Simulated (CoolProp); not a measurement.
Vapour-liquid equilibrium of propylene (1) + propane (2) at 2.48 MPa; x and y are mole fractions of (1).

The numbers come from the multi-fluid Helmholtz-energy mixture model, Lemmon 2013 and Lemmon 2009; pair parameters Bell 2016 in CoolProp.

```json
[
 {"x": "0.05", "bubble temperature (K)": "340.4", "y at the bubble point": "0.057", "dew temperature at overall composition x (K)": "340.4", "liquid density (mol/L)": "9.332"},
 {"x": "0.15", "bubble temperature (K)": "339.1", "y at the bubble point": "0.167", "dew temperature at overall composition x (K)": "339.3", "liquid density (mol/L)": "9.435"},
 {"x": "0.25", "bubble temperature (K)": "338.0", "y at the bubble point": "0.273", "dew temperature at overall composition x (K)": "338.2", "liquid density (mol/L)": "9.538"},
 {"x": "0.35", "bubble temperature (K)": "337.0", "y at the bubble point": "0.376", "dew temperature at overall composition x (K)": "337.2", "liquid density (mol/L)": "9.642"},
 {"x": "0.45", "bubble temperature (K)": "336.0", "y at the bubble point": "0.476", "dew temperature at overall composition x (K)": "336.3", "liquid density (mol/L)": "9.747"},
 {"x": "0.55", "bubble temperature (K)": "335.1", "y at the bubble point": "0.574", "dew temperature at overall composition x (K)": "335.3", "liquid density (mol/L)": "?"},
 {"x": "0.65", "bubble temperature (K)": "334.4", "y at the bubble point": "?", "dew temperature at overall composition x (K)": "334.5", "liquid density (mol/L)": "9.963"},
 {"x": "0.75", "bubble temperature (K)": "?", "y at the bubble point": "0.765", "dew temperature at overall composition x (K)": "333.8", "liquid density (mol/L)": "10.07"},
 {"x": "0.85", "bubble temperature (K)": "333.0", "y at the bubble point": "0.859", "dew temperature at overall composition x (K)": "333.1", "liquid density (mol/L)": "10.19"},
 {"x": "0.95", "bubble temperature (K)": "332.5", "y at the bubble point": "0.953", "dew temperature at overall composition x (K)": "332.5", "liquid density (mol/L)": "10.31"}
]
```

Q: Fill in the missing entries.

A: 
- 0.55, liquid density (mol/L): 9.854
- 0.65, y at the bubble point: 0.670
- 0.75, bubble temperature (K): 333.6

No azeotrope shows between x = 0.05 and 0.95.

The pair parameters rest on a limited set of measurements; away from them the model extrapolates.
